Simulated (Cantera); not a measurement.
Cantera run:

```python
import numpy as np
import cantera as ct

gas_names = """
    B BH BH2 BH3 BO BO2 B2 B2O B2O2 B2O3 B3O3H3 H HBO HBO2 HO2 H2 H2O H2O2 H3B3O6 O OH O2 O3
""".split()
cond_names = """
    B(b) B(L) B2O3(L) B3O3H3(cr) H2O(s) H2O(L)
""".split()


# ... load() reads the species with a 1 bar reference pressure and builds the phases ...
atoms = {
    'B2O3': {'B': 2, 'O': 3},
    'H2O': {'H': 2, 'O': 1},
    'H2': {'H': 2},
}
top_T = {}  # K; cautious upper limits of use, not melting points


# ... equilibrate(T, P, feed) seeds the gas with the atoms and calls Mixture.equilibrate('TP', solver="vcs", rtol=1e-11, max_steps=5000) ...
results = []
P = 280  # Pa
for T in [798, 873, 948, 1023, 1098, 1173, 1248, 1323, 1398, 1473, 1548]:
    for m in [2.5, 2.8, 3.2, 3.6, 4.1, 4.7, 5.3, 6, 6.9, 7.8, 8.9, 10, 11]:
        feed = {'B2O3': 1, 'H2O': m, 'H2': 0.86}  # mol
        mix = equilibrate(T, P, feed)
        results.append((T, P, feed, dict(zip(mix.species_names, mix.species_moles))))

for T, P, feed, n in results:
    print(f"{T:7g} {feed['H2O']:10.4g}  " + (" + ".join(c for c in cond_names if n.get(c, 0) > 1e-12) or "gas only"))
```

It prints:

```
    798        2.5  B2O3(L)
    798        2.8  B2O3(L)
    798        3.2  B2O3(L)
    798        3.6  B2O3(L)
    798        4.1  B2O3(L)
    798        4.7  B2O3(L)
    798        5.3  B2O3(L)
    798          6  B2O3(L)
    798        6.9  B2O3(L)
    798        7.8  B2O3(L)
    798        8.9  B2O3(L)
    798         10  B2O3(L)
    798         11  B2O3(L)
    873        2.5  B2O3(L)
    873        2.8  B2O3(L)
    873        3.2  B2O3(L)
    873        3.6  B2O3(L)
    873        4.1  B2O3(L)
    873        4.7  B2O3(L)
    873        5.3  B2O3(L)
    873          6  B2O3(L)
    873        6.9  B2O3(L)
    873        7.8  B2O3(L)
    873        8.9  B2O3(L)
    873         10  B2O3(L)
    873         11  B2O3(L)
    948        2.5  B2O3(L)
    948        2.8  B2O3(L)
    948        3.2  B2O3(L)
    948        3.6  B2O3(L)
    948        4.1  B2O3(L)
    948        4.7  B2O3(L)
    948        5.3  B2O3(L)
    948          6  B2O3(L)
    948        6.9  B2O3(L)
    948        7.8  B2O3(L)
    948        8.9  B2O3(L)
    948         10  B2O3(L)
    948         11  B2O3(L)
   1023        2.5  B2O3(L)
   1023        2.8  B2O3(L)
   1023        3.2  B2O3(L)
   1023        3.6  B2O3(L)
   1023        4.1  B2O3(L)
   1023        4.7  B2O3(L)
   1023        5.3  B2O3(L)
   1023          6  B2O3(L)
   1023        6.9  B2O3(L)
   1023        7.8  B2O3(L)
   1023        8.9  B2O3(L)
   1023         10  B2O3(L)
   1023         11  B2O3(L)
   1098        2.5  B2O3(L)
   1098        2.8  B2O3(L)
   1098        3.2  B2O3(L)
   1098        3.6  B2O3(L)
   1098        4.1  B2O3(L)
   1098        4.7  B2O3(L)
   1098        5.3  B2O3(L)
   1098          6  B2O3(L)
   1098        6.9  B2O3(L)
   1098        7.8  B2O3(L)
   1098        8.9  B2O3(L)
   1098         10  B2O3(L)
   1098         11  B2O3(L)
   1173        2.5  B2O3(L)
   1173        2.8  B2O3(L)
   1173        3.2  B2O3(L)
   1173        3.6  B2O3(L)
   1173        4.1  B2O3(L)
   1173        4.7  B2O3(L)
   1173        5.3  B2O3(L)
   1173          6  B2O3(L)
   1173        6.9  B2O3(L)
   1173        7.8  B2O3(L)
   1173        8.9  B2O3(L)
   1173         10  B2O3(L)
   1173         11  B2O3(L)
   1248        2.5  B2O3(L)
   1248        2.8  B2O3(L)
   1248        3.2  B2O3(L)
   1248        3.6  B2O3(L)
   1248        4.1  B2O3(L)
   1248        4.7  B2O3(L)
   1248        5.3  B2O3(L)
   1248          6  B2O3(L)
   1248        6.9  B2O3(L)
   1248        7.8  B2O3(L)
   1248        8.9  B2O3(L)
   1248         10  B2O3(L)
   1248         11  B2O3(L)
   1323        2.5  B2O3(L)
   1323        2.8  B2O3(L)
   1323        3.2  B2O3(L)
   1323        3.6  B2O3(L)
   1323        4.1  B2O3(L)
   1323        4.7  B2O3(L)
   1323        5.3  B2O3(L)
   1323          6  B2O3(L)
   1323        6.9  B2O3(L)
   1323        7.8  B2O3(L)
   1323        8.9  B2O3(L)
   1323         10  B2O3(L)
   1323         11  B2O3(L)
   1398        2.5  B2O3(L)
   1398        2.8  B2O3(L)
   1398        3.2  B2O3(L)
   1398        3.6  B2O3(L)
   1398        4.1  B2O3(L)
   1398        4.7  B2O3(L)
   1398        5.3  B2O3(L)
   1398          6  B2O3(L)
   1398        6.9  B2O3(L)
   1398        7.8  B2O3(L)
   1398        8.9  B2O3(L)
   1398         10  B2O3(L)
   1398         11  B2O3(L)
   1473        2.5  B2O3(L)
   1473        2.8  B2O3(L)
   1473        3.2  B2O3(L)
   1473        3.6  B2O3(L)
   1473        4.1  B2O3(L)
   1473        4.7  B2O3(L)
   1473        5.3  gas only
   1473          6  gas only
   1473        6.9  gas only
   1473        7.8  gas only
   1473        8.9  gas only
   1473         10  gas only
   1473         11  gas only
   1548        2.5  B2O3(L)
   1548        2.8  gas only
   1548        3.2  gas only
   1548        3.6  gas only
   1548        4.1  gas only
   1548        4.7  gas only
   1548        5.3  gas only
   1548          6  gas only
   1548        6.9  gas only
   1548        7.8  gas only
   1548        8.9  gas only
   1548         10  gas only
   1548         11  gas only
```

These are equilibrium values from Cantera (NASA tables, ideal gas, pure condensed phases), not measurements of a reactor. Gases not in the tables: H3BO3.
